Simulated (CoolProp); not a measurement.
Properties of hydrogen chloride along the isotherm 339.8 K (Tc = 324.7 K, pc = 83.14 bar, ω = 0.130).

Computed with CoolProp (reference Helmholtz-energy equation of state, Thol 2018).

| p (bar) | phase | cp (kJ/(kg K)) | fugacity coefficient |
|---|---|---|---|
| 2.6 | gas | 0.8149 | 0.9899 |
| 5.2 | gas | … | 0.9798 |
| 7.79 | gas | … | … |
| 10.4 | gas | 0.8675 | 0.9598 |
| 13 | gas | 0.8870 | 0.9498 |
| 15.6 | gas | 0.9075 | 0.9400 |
| 18.2 | gas | 0.9293 | 0.9302 |
| 20.8 | gas | … | 0.9204 |
| 23.4 | gas | 0.9767 | 0.9107 |
| 26 | gas | 1.003 | 0.9010 |
| 28.6 | gas | … | … |
| 31.2 | gas | 1.060 | 0.8818 |
| 33.8 | gas | 1.091 | 0.8723 |
| 36.4 | gas | 1.125 | 0.8628 |
| 39 | gas | … | … |
| 41.6 | gas | 1.200 | 0.8439 |

**Question.** What belongs in the gaps?

**Answer.** 
- 5.2, cp (kJ/(kg K)): 0.8316
- 7.79, cp (kJ/(kg K)): 0.8490
- 7.79, fugacity coefficient: 0.9698
- 20.8, cp (kJ/(kg K)): 0.9523
- 28.6, cp (kJ/(kg K)): 1.030
- 28.6, fugacity coefficient: 0.8914
- 39, cp (kJ/(kg K)): 1.161
- 39, fugacity coefficient: 0.8533
